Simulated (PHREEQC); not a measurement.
Consider water at 20 °C with 130 mmol/kgw NH3. Closed to the air; pH follows from the charge balance.

Model: ion-association model, wateq4f.dat, run in PHREEQC.

```json
[
 {"quantity": "pH", "before": "11.34", "after": "10.83"},
 {"quantity": "ionic strength (mol/kgw)", "before": "0.00154", "after": "0.000474"},
 {"quantity": "NH4+ (mol/kgw)", "before": "0.00154", "after": "0.000474"}
]
```

Task: Name the change that produced these shifts.
A) NH3 replaced by NH4HF2 at the same molality
B) diluted 10-fold with water
C) NH3 from 0.13 to 0.143 mol/kgw
D) diluted 100-fold with water
E) 0.17 mol/kgw H3PO4 added

Result: B, diluted 10-fold with water

No solid was allowed to form.
